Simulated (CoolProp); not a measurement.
Vapour-liquid equilibrium of ethanol (1) + o-xylene (2) at 9.77 bar; x and y are mole fractions of (1).

Computed with CoolProp (multi-fluid Helmholtz-energy mixture model, Schroeder 2014 and Zhou 2012; pair parameters Bell 2016).

Task: Give the bubble temperature and the first vapour's composition at x = 0.05, 0.2, 0.35. Is there an azeotrope?

Result: x = 0.05: 224.8 °C, y = 0.385; x = 0.2: 183.6 °C, y = 0.734; x = 0.35: 170.5 °C, y = 0.815. No azeotrope shows between x = 0.05 and 0.95.

The pair parameters rest on a limited set of measurements; away from them the model extrapolates.
